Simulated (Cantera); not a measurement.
Source: NASA polynomial tables (part measured, part estimated), evaluated in Cantera. Values are per mole of reaction as written; species without (g) are pure solids or liquids, kept so even where they would boil at 1 bar.

6 Nb + 5 O3(g) = 3 Nb2O5, with ΔH° = -6407.5 kJ and ΔS° = -1001.4 J/K at 300 K.

Task: How far is the shortcut ΔG° ≈ ΔH°(300 K) − T·ΔS°(300 K) from the full temperature-dependent value at 2073, 2098, 2123, 2148, 2173, 2198, 2223, 2248, 2273, 2298 K?

Result: 
```csv
T (K),shortcut (kJ),full (kJ),difference (kJ),difference in log10 K,condensed phases
2073,-4331.7,-4541.4,209.7,-5.28,"Nb(s), Nb2O5(l)"
2098,-4306.7,-4524.6,217.9,-5.43,"Nb(s), Nb2O5(l)"
2123,-4281.7,-4508.0,226.3,-5.57,"Nb(s), Nb2O5(l)"
2148,-4256.6,-4491.3,234.7,-5.71,"Nb(s), Nb2O5(l)"
2173,-4231.6,-4474.7,243.1,-5.84,"Nb(s), Nb2O5(l)"
2198,-4206.6,-4458.2,251.6,-5.98,"Nb(s), Nb2O5(l)"
2223,-4181.5,-4441.6,260.1,-6.11,"Nb(s), Nb2O5(l)"
2248,-4156.5,-4425.2,268.7,-6.24,"Nb(s), Nb2O5(l)"
2273,-4131.5,-4408.7,277.3,-6.37,"Nb(s), Nb2O5(l)"
2298,-4106.4,-4392.3,285.9,-6.50,"Nb(s), Nb2O5(l)"
```
The shortcut ignores heat capacities and the phase changes listed.
